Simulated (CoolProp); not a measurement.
R123 along the isotherm 8.95 °C: density (kg/m³) from the reference equation and from simpler models built on Tc = 183.7 °C, pc = 36.62 bar, ω = 0.282; each cubic takes its own stable root.

Computed with CoolProp (reference Helmholtz-energy equation of state, Younglove 1994). It is a modified Benedict-Webb-Rubin equation, recast in Helmholtz form.

```json
[
 {"p (bar)": "4.99", "phase": "liquid", "reference": "1505"},
 {"p (bar)": "9.99", "phase": "liquid", "reference": "1507"},
 {"p (bar)": "15", "phase": "liquid", "reference": "1508"},
 {"p (bar)": "20", "phase": "liquid", "reference": "1509"},
 {"p (bar)": "25", "phase": "liquid", "reference": "1510"},
 {"p (bar)": "30", "phase": "liquid", "reference": "1511"},
 {"p (bar)": "35", "phase": "liquid", "reference": "1513"},
 {"p (bar)": "39.9", "phase": "liquid", "reference": "1514"},
 {"p (bar)": "44.9", "phase": "liquid", "reference": "1515"},
 {"p (bar)": "49.9", "phase": "liquid", "reference": "1516"},
 {"p (bar)": "54.9", "phase": "liquid", "reference": "1517"}
]
```

Task: How far does each simpler model (van der Waals, Redlich-Kwong, Peng-Robinson) lie from the reference over these 11 states: mean and median of the absolute difference, and the worst?

Result: 
- van der Waals: mean 39.5 %, median 39.5 %, worst -40.3 % at 8.95 °C and 4.99 bar
- Redlich-Kwong: mean 11.8 %, median 11.8 %, worst -12.2 % at 8.95 °C and 4.99 bar
- Peng-Robinson: mean 2.8 %, median 2.8 %, worst +2.9 % at 8.95 °C and 54.9 bar
